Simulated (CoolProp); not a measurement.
Saturation properties of isopentane (Tc = 460.3 K, pc = 33.78 bar, ω = 0.227).

Values from CoolProp's reference Helmholtz-energy equation of state, Lemmon 2006. It is a short technical equation, of lower accuracy than the large ones.

| T (K) | p (bar) | liquid density (kg/m³) | liquid cp (kJ/(kg K)) | vapour Z | liquid conductivity (mW/(m K)) |
|---|---|---|---|---|---|
| 348.4 | 4.071 | 559.7 | 2.568 | 0.8840 | 86.8 |
| 351.4 | 4.384 | 556.0 | 2.588 | 0.8779 | 85.9 |
| 354.4 | 4.715 | 552.3 | 2.608 | 0.8716 | 85.0 |
| 357.4 | 5.064 | 548.6 | 2.629 | 0.8650 | 84.1 |
| 360.4 | 5.432 | 544.8 | 2.651 | 0.8582 | 83.2 |
| 363.5 | 5.832 | 540.8 | 2.674 | 0.8510 | 82.3 |
| 366.5 | 6.241 | 536.9 | 2.696 | 0.8438 | 81.4 |
| 369.5 | 6.670 | 532.9 | 2.719 | 0.8363 | 80.5 |
| 372.5 | 7.121 | 528.8 | 2.743 | 0.8286 | 79.6 |
| 375.5 | 7.594 | 524.7 | 2.768 | 0.8206 | 78.7 |
| 378.5 | 8.090 | 520.5 | 2.793 | 0.8123 | 77.8 |
| 381.6 | 8.627 | 516.0 | 2.821 | 0.8035 | 76.8 |

It boils at 301.0 K under 1 atm.

Thermal conductivity comes from a separate model (Vassiliou 2015).
